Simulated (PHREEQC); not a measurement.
Solution (20 °C): 0.32 mol Ni(NO3)2 and 0.027 mol MnSO4 per kg of water. Closed to the air; pH follows from the charge balance.

Model: ion-association model, wateq4f.dat, run in PHREEQC.

No solid was allowed to form.

Problem. What pH does the model give?

Solution. pH 5.51.

Problem. In which forms is Mn present?

Solution. Mn+2 90 %, Mn(NO3)2 7.6 %, MnSO4 2.7 % of the Mn.

The ionic strength is past about 0.7 mol/kgw, beyond the range of this activity model, so the values are rough.
